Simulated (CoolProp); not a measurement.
Vapour-liquid equilibrium of benzene (1) + cyclohexane (2) at 447.9 K; x and y are mole fractions of (1).

Computed with CoolProp (multi-fluid Helmholtz-energy mixture model, Thol 2012 and Zhou 2014; pair parameters Bell 2016).

Q: Give the bubble pressure and the first vapour's composition at x = 0.05, 0.35, 0.5. Is there an azeotrope?

A: x = 0.05: 0.8960 MPa, y = 0.062; x = 0.35: 0.9574 MPa, y = 0.378; x = 0.5: 0.9723 MPa, y = 0.515. y crosses x between x = 0.5 and 0.65: the model has an azeotrope there.

Pair parameters are fitted to limited data, so mixtures are less certain than the pure fluids.
